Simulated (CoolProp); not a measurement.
The fluid at 298.15 K and 0.105 MPa flows at 9.6 m/s in a round tube of 50 mm bore and 1.5 µm roughness, fully developed (64/Re and Nu = 3.66 if laminar; Colebrook and Gnielinski if turbulent). The same conditions are run with several fluids, on thermodynamics alone (safety and materials aside).

The numbers come from the reference Helmholtz-energy equation of state of each fluid (R236EA: Rui 2013; R407C: Lemmon 2003; oxygen: Schmidt 1985; n-butane: Bücker 2006; R125: Lemmon 2005) in CoolProp. Blends and air are pseudo-pure fits.

Rank R236EA, R407C, oxygen, n-butane, R125 by Reynolds number, highest first.

R236EA (294000), R125 (191000), n-butane (165000), R407C (145000), oxygen (31700)

| fluid | Darcy friction factor | pressure drop (Pa/m) | heat-transfer coefficient (W/(m² K)) | mass flow (kg/h) |
|---|---|---|---|---|
| R236EA | 0.0148 | 91.2 | 119 | 453 |
| R407C | 0.0169 | 57.7 | 68.8 | 252 |
| oxygen | 0.0233 | 29.1 | 39.0 | 92.0 |
| n-butane | 0.0165 | 38.6 | 95.1 | 172 |
| R125 | 0.0160 | 76.2 | 87.9 | 351 |

Transport values come from each fluid's own correlations; those of R236EA are estimates that may be off by 10 % or more.
